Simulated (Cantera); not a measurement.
A perfectly stirred reactor is fed with 26.5 % H2, 73.5 % O2, equivalence ratio 0.18, at 10.00 Torr; it is held at 1075 K, and followed from long to short residence time.

Detailed kinetics in Cantera: the H2/O2 subset of GRI-Mech 3.0, which has no nitrogen chemistry. Radical loss at walls, strong at low pressure, is not modelled. The temperature is held fixed by assumption; the heat of reaction is taken as removed at once.

x: mole fraction; the columns are a selection and need not sum to one.

| τ (s) | x H2 | x O2 | x H | x HO2 | x OH |
|---|---|---|---|---|---|
| 22 | 0.000167 | 0.695 | 2.26e-5 | 2.89e-6 | 0.000471 |
| 5.3 | 0.000420 | 0.694 | 9.39e-5 | 5.38e-6 | 0.000760 |
| 1.3 | ? | 0.693 | ? | ? | ? |
| 0.32 | 0.00242 | 0.691 | 0.00153 | 1.20e-5 | 0.00201 |
| 0.077 | ? | 0.685 | ? | 1.47e-5 | ? |
| 0.019 | 0.0127 | 0.672 | 0.0219 | 1.56e-5 | 0.00527 |
| 0.0046 | 0.0273 | 0.651 | 0.0589 | 1.42e-5 | 0.00758 |
| 0.0011 | 0.0617 | 0.645 | 0.0861 | 1.18e-5 | 0.00925 |
| 0.00028 | 0.152 | 0.682 | 0.0560 | 8.56e-6 | 0.00759 |

Problem. Complete the blanks.

Solution. 
- 1.3, x H2: 0.00102
- 1.3, x H: 0.000382
- 1.3, x HO2: 8.64e-6
- 1.3, x OH: 0.00123
- 0.077, x H2: 0.00566
- 0.077, x H: 0.00613
- 0.077, x OH: 0.00331
